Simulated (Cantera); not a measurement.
## Moist CO burnout

An isothermal, constant-pressure homogeneous reactor starts with CO : O₂ : H₂O : N₂ = 0.0088 : 0.011 : 0.0062 : 1 (molar parts), equivalence ratio 0.40, at 898 K and 0.133 bar.

Computed with Cantera and GRI-Mech 3.0 (53 species, 325 reactions).

```tsv
t (s)	x CO	x O₂	x H₂O	x H₂O₂	x N₂O	x O
2.00e-5	0.00858	0.0107	0.00604	<1e-12	<1e-12	<1e-12
6.59e-5	0.00858	0.0107	0.00604	<1e-12	<1e-12	<1e-12
0.000217	0.00858	0.0107	0.00604	<1e-12	<1e-12	<1e-12
0.000714	0.00858	0.0107	0.00604	<1e-12	<1e-12	<1e-12
0.00235	0.00858	0.0107	0.00604	<1e-12	<1e-12	2.22e-12
0.00775	0.00858	0.0107	0.00604	<1e-12	<1e-12	7.35e-12
0.0255	0.00858	0.0107	0.00604	<1e-12	<1e-12	2.80e-11
0.0840	0.00858	0.0107	0.00604	<1e-12	<1e-12	1.99e-10
0.277	0.00858	0.0107	0.00604	9.56e-12	1.15e-12	2.49e-8
0.911	0.00479	0.00885	0.00598	9.83e-9	2.21e-8	4.72e-5
3.00	0.000547	0.00673	0.00605	1.87e-8	4.56e-8	5.01e-6
```
x: mole fraction; the columns are a selection and need not sum to one.

Equilibrium at this temperature and pressure: CO <1e-12, O₂ 0.00646, H₂O 0.00607, H₂O₂ <1e-12, N₂O 6.64e-11, O 1.11e-12 (gas phase only).
